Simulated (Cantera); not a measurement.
Charge: 1 mol Si3N4, 1.2 mol H2, at 8.90 mbar.

Equilibrium computed with Cantera from the NASA thermochemical tables; the gas is ideal and each condensed phase is pure. Candidate condensed phases: Si, Si3N4; 18 gas species. Mutual solubility and eutectic melting of coexisting phases are not modelled. Rates play no part.

Problem. At 1523 K, list the 3 most abundant gas species with their mole fractions, and the condensed phases.

Solution. H2 0.991, N2 0.00832, H 0.000244. Condensed: Si(s) + Si3N4(s).
